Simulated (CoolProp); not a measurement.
Saturated liquid density (kg/m³) of methanol: the reference equation beside estimates from Tc = 240.2 °C, pc = 8.216 MPa, ω = 0.565. Rackett uses Z = 0.29056 − 0.08775 ω.

The numbers come from the reference Helmholtz-energy equation of state, de Reuck 1993 in CoolProp.

| T (°C) | reference | Rackett | Redlich-Kwong | Peng-Robinson |
|---|---|---|---|---|
| 4.45 | 805.5 | 799.7 | 584.7 | 696.2 |
| 18.55 | 792.3 | 783.9 | 573.4 | 686.6 |
| 32.65 | 779.1 | 767.8 | 561.5 | 676.2 |
| 46.75 | 765.7 | 751.2 | 549.1 | 665.0 |
| 60.85 | 752.0 | 734.1 | 535.9 | 652.8 |
| 74.95 | 737.8 | 716.4 | 522.0 | 639.5 |
| 89.05 | 723.0 | 698.1 | 507.3 | 625.0 |
| 103.15 | 707.4 | 679.0 | 491.7 | 609.1 |
| 117.25 | 690.7 | 659.1 | 475.1 | 591.5 |
| 131.35 | 672.7 | 638.1 | 457.4 | 572.0 |
| 145.45 | 653.0 | 615.9 | 438.3 | 550.3 |

Absolute difference from the reference over all 11 rows, mean and median: Rackett 3.0 and 2.9 %, Redlich-Kwong 29.6 and 29.2 %, Peng-Robinson 13.8 and 13.6 %.
